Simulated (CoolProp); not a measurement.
Computed with CoolProp (reference Helmholtz-energy equation of state, Span 1996).

Problem. Give the vapour pressure (kPa), enthalpy of vaporisation (kJ/kg), liquid cp (kJ/(kg K)), surface tension (mN/m) of saturated carbon dioxide at 248.8, 252.9, 261.2 K.

Solution. 
```json
[
 {"T (K)": "248.8", "p (kPa)": "1720", "enthalpy of vaporisation (kJ/kg)": "292", "liquid cp (kJ/(kg K))": "2.12", "surface tension (mN/m)": "9.28"},
 {"T (K)": "252.9", "p (kPa)": "1950", "enthalpy of vaporisation (kJ/kg)": "283", "liquid cp (kJ/(kg K))": "2.16", "surface tension (mN/m)": "8.42"},
 {"T (K)": "261.2", "p (kPa)": "2500", "enthalpy of vaporisation (kJ/kg)": "264", "liquid cp (kJ/(kg K))": "2.27", "surface tension (mN/m)": "6.75"}
]
```

Surface tension comes from a separate correlation (Mulero 2012).
